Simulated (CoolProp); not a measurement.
Values from CoolProp's reference Helmholtz-energy equation of state, McLinden 2020.

For R1336mzz(Z), give the phase and the cp (kJ/(kg K)) at 148.45 °C and 0.167 bar.


- 148.45 °C and 0.167 bar: gas; cp 1.04
